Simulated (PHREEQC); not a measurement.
Dissolve 0.026 mol Cu(BF4)2, 0.034 mol HCl and 0.059 mol H3BO3 per kg of water at 25 °C. Closed to the air; pH follows from the charge balance.

Computed with PHREEQC (ion-association model, wateq4f.dat).

```tsv
quantity	before	after
pH	1.55	1.78
ionic strength (mol/kgw)	0.111	0.190
H3BO3 (mol/kgw)	0.0587	0.0581
HF (mol/kgw)	0.00444	0.00371
BF3OH- (mol/kgw)	0.00381	0.00442
```

**Question.** Which change was made?
(A) temperature from 25 to 10 °C
(B) H3BO3 from 0.059 to 0.0885 mol/kgw
(C) Cu(BF4)2 replaced by H2SiF6 at the same molality
(D) HCl from 0.034 to 0.0306 mol/kgw
(E) 0.048 mol/kgw Na2SO4 added

**Answer.** E, 0.048 mol/kgw Na2SO4 added

No solid was allowed to form. Real BF4- forms and hydrolyses slowly; the run takes it at equilibrium.
